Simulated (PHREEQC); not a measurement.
A solution holds 79 mmol/kgw SrCl2, at 70 °C. Closed to the air; pH follows from the charge balance.

Model: ion-association model, phreeqc.dat, run in PHREEQC.

```json
[
 {"quantity": "pH", "before": "6.36", "after": "11.21"},
 {"quantity": "ionic strength (mol/kgw)", "before": "0.237", "after": "0.296"}
]
```

**Question.** Name the change that produced these shifts.
(A) SrCl2 from 0.079 to 0.395 mol/kgw
(B) SrCl2 from 0.079 to 0.0869 mol/kgw
(C) 0.02 mol/kgw Ca(OH)2 added
(D) diluted 5-fold with water
(E) diluted 10-fold with water

**Answer.** C, 0.02 mol/kgw Ca(OH)2 added

No solid was allowed to form. Away from 25 °C the constants follow the database's enthalpies or fits; those with neither stay at their 25 °C values.
